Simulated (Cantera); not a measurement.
Input: 1 mol Cu2O, 21 mol H2, at 1800 K and 18.0 Pa.

Equilibrium computed with Cantera from the NASA thermochemical tables; the gas is ideal and each condensed phase is pure. Candidate condensed phases: Cu, CuO, Cu(OH)2, Cu2O, H2O; 12 gas species. Rates play no part.

Base state: H2 0.847, Cu 0.0859, H2O 0.0429, H 0.0246, OH 8.21e-5 (mole fractions); condensed: gas only.

Problem. What changes in the equilibrium state with this change: 0.43 mol CH4 added?

Solution. 
| species | before | after |
|---|---|---|
| H2 | 0.847 | 0.853 |
| Cu | 0.0859 | 0.0813 |
| H | 0.0246 | 0.0247 |
| H2O | 0.0429 | 0.0230 |
| CO | 0 | 0.0174 |
| CO2 | 0 | 0.000123 |
| OH | 8.21e-5 | 4.39e-5 |
Further candidate phases: C, C6H6, C7H8, C8H18.

Problem. What changes in the equilibrium state with this change: 0.78 mol CO2 added?

Solution. 
| species | before | after |
|---|---|---|
| H2 | 0.847 | 0.788 |
| Cu | 0.0859 | 0.0831 |
| H2O | 0.0429 | 0.0730 |
| CO | 0 | 0.0316 |
| H | 0.0246 | 0.0237 |
| CO2 | 0 | 0.000768 |
| OH | 8.21e-5 | 0.000145 |
Further candidate phases: C, C6H6, C7H8, C8H18.
